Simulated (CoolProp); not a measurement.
Properties of n-decane along the isobar 54.5 bar.

Model: reference Helmholtz-energy equation of state, Lemmon 2006, in CoolProp. It is a short technical equation, of lower accuracy than the large ones.

```
T (K)   phase  density (kg/m³)  conductivity (mW/(m K))
-----  ------  ---------------  -----------------------
459.7  liquid            605.1                     96.4
472.5  liquid            594.1                     94.2
485.3  liquid            582.9                     92.1
498    liquid            571.5                     90.2
510.8  liquid            559.6                     88.3
523.6  liquid            547.3                     86.6
536.3  liquid            534.6                     84.9
549.1  liquid            521.2                     83.4
561.9  liquid            507.3                     82.0
574.7  liquid            492.6                     80.8
587.4  liquid            477.3                     79.7
600.2  liquid            460.8                     78.7
```

Thermal conductivity comes from a separate model (Huber 2005).
